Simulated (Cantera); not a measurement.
A closed system holds: 1 mol MgO, 0.032 mol H₂O, 0.02 mol Cl₂, equilibrated at 20.3 Torr.

Equilibrium computed with Cantera from the NASA thermochemical tables; the gas is ideal and each condensed phase is pure. Candidate condensed phases: H₂O, Mg, MgCl₂, MgO, Mg(OH)₂; 22 gas species. The numbers say what is thermodynamically allowed, not how fast it happens.

x: gas mole fraction; n: condensed amount in mol.

```csv
T (K),x HCl,x H₂O,x O₂,x Cl₂,x Cl,n MgO(s)
1050,0.602,0.222,0.151,0.0252,0.000765,1.000
1125,0.614,0.214,0.154,___,___,1.000
1200,0.620,0.209,0.155,0.0123,0.00319,1.000
1275,0.621,0.207,0.156,0.00878,0.00563,1.000
1350,0.618,0.208,0.156,___,___,1.000
1425,0.610,0.210,0.155,0.00459,0.0142,1.000
1500,0.597,0.216,0.154,0.00332,0.0205,0.999
```

Fill in the missing entries.


- 1350, x Cl₂: 0.00634
- 1350, x Cl: 0.00924
- 1125, x Cl₂: 0.0174
- 1125, x Cl: 0.00165
